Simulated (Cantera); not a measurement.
What does this Cantera script print?

```python
import numpy as np
import cantera as ct

gas_names = """
    H HNO HNO2 HNO3 HO2 H2 H2O H2O2 N NH NH2 NH3 NH2OH NO NO2 NO3 N2 N2H2 N2H4 N2O O OH O2 O3 Si SiH
    SiH2 SiH3 SiH4 SiN SiO SiO2 Si2 Si2N Si3
""".split()
cond_names = """
    H2O(s) H2O(L) Si(cr) Si(L) SiO2(Lqz) SiO2(hqz) SiO2(L) Si2N2O(s) Si3N4(a)
""".split()


def load(file, names, dense=False):
    # The tables refer to 1 bar. Condensed volumes are neglected.
    table = {s.name: s for s in ct.Species.list_from_file(file)}
    out = []
    for n in names:
        d = dict(table[n].input_data)
        d["thermo"] = dict(d["thermo"], **{"reference-pressure": 1e5})
        if dense:
            d["equation-of-state"] = {"model": "constant-volume", "density": "1e6 g/cm^3"}
        out.append(ct.Species.from_dict(d))
    return out


gas = ct.Solution(thermo="ideal-gas", species=load("nasa_gas.yaml", gas_names))
cond = {s.name: ct.Solution(thermo="fixed-stoichiometry", species=[s], name=s.name)
        for s in load("nasa_condensed.yaml", cond_names, dense=True)}
atoms = {
    'Si': {'Si': 1},
    'H2O': {'H': 2, 'O': 1},
    'N2': {'N': 2},
    'N2O': {'N': 2, 'O': 1},
}
top_T = {'Si2N2O(s)': 2100, 'Si3N4(a)': 2400}  # K; cautious upper limits of use, not melting points


def equilibrate(T, P, feed):
    n = {}
    for name, mol in feed.items():
        for a, k in atoms[name].items():
            n[a] = n.get(a, 0.0) + k * mol
    gas.TPX = T, P, n
    mass = sum(n.values()) * gas.mean_molecular_weight
    gas.equilibrate("TP")
    valid = [c for c in cond.values() if c.min_temp <= T <= top_T.get(c.name, c.max_temp)]
    mix = ct.Mixture([(gas, mass / gas.mean_molecular_weight)] + [(c, 0.0) for c in valid])
    mix.T, mix.P = T, P
    mix.equilibrate("TP", solver="vcs", rtol=1e-11, max_steps=5000)
    return mix


results = []
T = 1350  # K
P = 3200  # Pa
for m in [0.57, 0.68, 0.82, 0.98, 1.2, 1.4, 1.7, 2, 2.4, 2.9]:
    feed = {'Si': 1, 'H2O': 0.93, 'N2': 420, 'N2O': m}  # mol
    mix = equilibrate(T, P, feed)
    results.append((T, P, feed, dict(zip(mix.species_names, mix.species_moles))))

top = {s: max(r[3][s] / sum(r[3][g] for g in gas_names) for r in results) for s in gas_names}
cols = sorted((s for s in top if top[s] > 0.001), key=lambda s: -top[s])[:8]
seen = [c for c in cond_names if any(r[3].get(c, 0) > 1e-12 for r in results)]
print("log10 of partial pressures in bar; condensed amounts in mol")
print(f"{'n(N2O)':>10s}" + "".join(f"{s[:9]:>10s}" for s in cols + seen))
for T, P, feed, n in results:
    ng = sum(n[g] for g in gas_names)
    print(f"{feed['N2O']:10.4g}" + "".join(f"{np.log10(max(n[s] / ng * P / 1e5, 1e-99)):10.3f}" for s in cols)
          + "".join(f"{n.get(c, 0):10.4g}" for c in seen))
```

Output:

```
log10 of partial pressures in bar; condensed amounts in mol
    n(N2O)        N2        H2       H2O        O2 SiO2(hqz) Si2N2O(s)
      0.57    -1.496    -4.151    -7.918   -20.913    0.6662    0.1664
      0.68    -1.496    -4.151    -7.918   -20.913    0.7395    0.1297
      0.82    -1.496    -4.151    -7.918   -20.913    0.8329   0.08304
      0.98    -1.496    -4.152    -7.918   -20.913    0.9395    0.0297
       1.2    -1.496    -4.217    -5.006   -14.958         1         0
       1.4    -1.496    -4.342    -4.602   -13.899         1         0
       1.7    -1.496    -4.644    -4.321   -12.736         1         0
         2    -1.496    -7.040    -4.153    -7.606         1         0
       2.4    -1.496    -8.426    -4.153    -4.834         1         0
       2.9    -1.496    -8.605    -4.154    -4.478         1         0
```

These are equilibrium values from Cantera (NASA tables, ideal gas, pure condensed phases), not measurements of a reactor. Mutual solubility and eutectic melting of coexisting phases are not modelled. The tables hold silica as quartz up to 1696 K and as liquid above; real silica turns to tridymite and cristobalite and melts near 1996 K.
